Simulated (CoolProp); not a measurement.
Vapour-liquid equilibrium of carbon dioxide (1) + CH2F2 (R32) (2) at 246.2 K; x and y are mole fractions of (1).

The numbers come from the multi-fluid Helmholtz-energy mixture model, Span 1996 and Tillner-Roth 1997; pair parameters Bell 2016 in CoolProp.

Question: Give the bubble pressure and the first vapour's composition at x = 0.05, 0.65, 0.95. Is there an azeotrope?

Answer: x = 0.05: 0.3729 MPa, y = 0.198; x = 0.65: 1.130 MPa, y = 0.879; x = 0.95: 1.512 MPa, y = 0.984. No azeotrope shows between x = 0.05 and 0.95.

The pair parameters rest on a limited set of measurements; away from them the model extrapolates.
